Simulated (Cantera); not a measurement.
Feed: 1 mol SiCl4, 2.7 mol N2O, 46 mol N2, 0.086 mol O2, at 1473.15 K and 19.0 mbar.

Cantera equilibrium calculation (NASA polynomials, part measured and part estimated; ideal gas, pure solids and liquids). The tables hold silica as quartz up to 1696 K and as liquid above; real silica turns to tridymite and cristobalite and melts near 1996 K. Rates play no part.

```
species                before     after
-------------------  --------  --------
N2                      0.931     0.941
Cl2                    0.0160    0.0271
Cl                     0.0445    0.0231
ClO                   1.42e-5   1.86e-5
NO                   0.000230  0.000233
O2                    0.00821   0.00830
SiO2(β-quartz), mol     1.000     1.000
```
Gas species are given as mole fractions.

**Question.** Name the change that produced these shifts.
A. pressure from 19.0 mbar to 0.120 bar
B. temperature from 1473.15 K to 2025 K
C. temperature from 1473.15 K to 1850 K
D. O2 from 0.086 to 13 mol

**Answer.** A, pressure from 19.0 mbar to 0.120 bar
